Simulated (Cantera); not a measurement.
A perfectly stirred reactor is fed with H2 : O2 : N2 = 0.49 : 1 : 1.9 (molar parts), equivalence ratio 0.24, at 0.0120 bar; it is held at 1150 K, and followed from long to short residence time.

Computed with Cantera and GRI-Mech 3.0 (53 species, 325 reactions). Radical loss at walls, strong at low pressure, is not modelled. The temperature is held fixed by assumption; the heat of reaction is taken as removed at once.

x: mole fraction; the columns are a selection and need not sum to one.

| τ (s) | x H2 | x O2 | x HO2 | x OH | x H2O2 |
|---|---|---|---|---|---|
| 0.70 | 0.00158 | 0.238 | 2.43e-6 | 0.00180 | 1.82e-7 |
| 0.26 | 0.00286 | 0.237 | 2.66e-6 | 0.00246 | 1.79e-7 |
| 0.094 | 0.00503 | 0.235 | 2.76e-6 | 0.00326 | … |
| 0.034 | 0.00809 | 0.232 | 2.71e-6 | 0.00407 | … |
| 0.013 | 0.0119 | 0.231 | 2.59e-6 | 0.00472 | 1.27e-7 |
| 0.0046 | 0.0189 | 0.233 | 2.48e-6 | 0.00533 | 1.32e-7 |
| 0.0017 | 0.0334 | 0.241 | 2.37e-6 | 0.00579 | … |

Q: Fill in the missing entries.

A: 
- 0.094, x H2O2: 1.62e-7
- 0.034, x H2O2: 1.40e-7
- 0.0017, x H2O2: 1.51e-7
